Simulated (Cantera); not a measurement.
Feed: 1 mol AlN, 5.7 mol H2, held at 0.100 bar.

Method: chemical equilibrium by Gibbs-energy minimisation in Cantera with the NASA 1993 tables (ideal gas, pure condensed phases). Candidate condensed phases: Al, AlN; 13 gas species. The numbers say what is thermodynamically allowed, not how fast it happens.

Q: What share of the Al ends up in condensed phases as a function of T (K), at 1850, 1875, 1900, 1925, 1950, 1975, 2000, 2025, 2050, 2075?

A: 
| T (K) | Al condensed (%) | as |
|---|---|---|
| 1850 | 99.3 | AlN(s) |
| 1875 | 98.9 | AlN(s) |
| 1900 | 98.5 | AlN(s) |
| 1925 | 97.8 | AlN(s) |
| 1950 | 97.0 | AlN(s) |
| 1975 | 95.8 | AlN(s) |
| 2000 | 94.2 | AlN(s) |
| 2025 | 92.1 | AlN(s) |
| 2050 | 89.2 | AlN(s) |
| 2075 | 85.3 | AlN(s) |
